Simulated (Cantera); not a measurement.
# Adiabatic ignition

An adiabatic, constant-pressure homogeneous reactor starts with 10.6 % CO, 1.27 % H₂, 18.5 % O₂, 69.6 % N₂, equivalence ratio 0.32, at 1500 K and 2.10 bar.

Detailed kinetics in Cantera: GRI-Mech 3.0 (53 species, 325 reactions). The hydrogen kinetics of GRI-Mech 3.0 are dated; newer H2 mechanisms differ, most at raised pressure.

```csv
t (s),T (K),x CO,x H₂,x O₂,x NO₂,x NO
2.00e-6,1500,0.106,0.0127,0.185,<1e-12,<1e-12
5.44e-6,1500,0.106,0.0127,0.185,<1e-12,<1e-12
1.48e-5,1501,0.105,0.0116,0.184,<1e-12,8.58e-10
4.03e-5,1683,0.0727,0.000477,0.155,9.92e-9,4.77e-6
0.000110,2032,0.0275,0.000506,0.135,7.38e-8,4.75e-5
0.000299,2235,0.0128,0.000237,0.134,2.91e-7,0.000174
0.000813,2327,0.00532,9.91e-5,0.134,6.32e-7,0.000443
0.00221,2349,0.00332,6.46e-5,0.133,1.10e-6,0.000898
0.00602,2347,0.00323,6.32e-5,0.133,2.38e-6,0.00196
0.0164,2343,0.00316,6.19e-5,0.132,5.39e-6,0.00444
0.0446,2335,0.00303,5.99e-5,0.129,1.06e-5,0.00872
0.121,2328,0.00294,5.83e-5,0.128,1.46e-5,0.0120
0.331,2327,0.00293,5.81e-5,0.127,1.52e-5,0.0125
0.900,2327,0.00293,5.81e-5,0.127,1.52e-5,0.0125
```
x: mole fraction; the columns are a selection and need not sum to one.

| Property | Result |
|---|---|
| time of steepest temperature rise | 22.7 µs |
| temperature at 0.900 s | 2327 K |
| equilibrium temperature | 2327 K |
| x(CO) at 0.900 s | 0.00293 (gas-phase equilibrium 0.00293) |
| x(H₂) at 0.900 s | 5.81e-5 (gas-phase equilibrium 5.81e-5) |
| x(O₂) at 0.900 s | 0.127 (gas-phase equilibrium 0.127) |
